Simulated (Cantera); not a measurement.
Cantera run:

```python
import numpy as np
import cantera as ct

gas_names = """
    N2O O2
""".split()
cond_names = """
    Si(cr) Si(L) Si3N4(a)
""".split()


# ... load() reads the species with a 1 bar reference pressure and builds the phases ...
species = {s.name: s for s in load("nasa_gas.yaml", gas_names) + load("nasa_condensed.yaml", cond_names)}
# Each term lists the table entries of one substance; the one whose range holds T is used.
reactions = {
    '2 N2O(g) + 3 Si = O2(g) + Si3N4':
        [(-2, ['N2O']), (-3, ['Si(cr)', 'Si(L)']), (1, ['O2']), (1, ['Si3N4(a)'])],
}


def pick(names, T):
    return next(species[n] for n in names if species[n].thermo.min_temp <= T <= species[n].thermo.max_temp)


results = []
for label, terms in reactions.items():
    print(label)
    print("     T/K   dH/kJ  dS/(J/K)   dG/kJ   log10 K")
    for T in [1250, 1300, 1350, 1400, 1450, 1500]:
        used = [(nu, pick(names, T)) for nu, names in terms]
        dH = sum(nu * s.thermo.h(T) for nu, s in used) / 1e6
        dS = sum(nu * s.thermo.s(T) for nu, s in used) / 1e3
        dG = dH - T * dS / 1e3
        logK = -dG * 1e6 / (ct.gas_constant * T * np.log(10))
        results.append((label, T, dH, dS, dG, logK, [s.name for _, s in used]))
        print(f"{T:8g} {dH:8.1f} {dS:8.1f} {dG:8.1f} {logK:8.2f}")
```

Output:

```
2 N2O(g) + 3 Si = O2(g) + Si3N4
     T/K   dH/kJ  dS/(J/K)   dG/kJ   log10 K
    1250   -910.6   -185.8   -678.3    28.35
    1300   -910.1   -185.4   -669.0    26.88
    1350   -909.6   -185.0   -659.8    25.53
    1400   -909.1   -184.7   -650.5    24.27
    1450   -908.5   -184.3   -641.3    23.10
    1500   -907.9   -183.9   -632.1    22.01
```

Source: NASA polynomial tables (part measured, part estimated), evaluated in Cantera. Condensed species are held in their standard states even where they would react or evaporate.
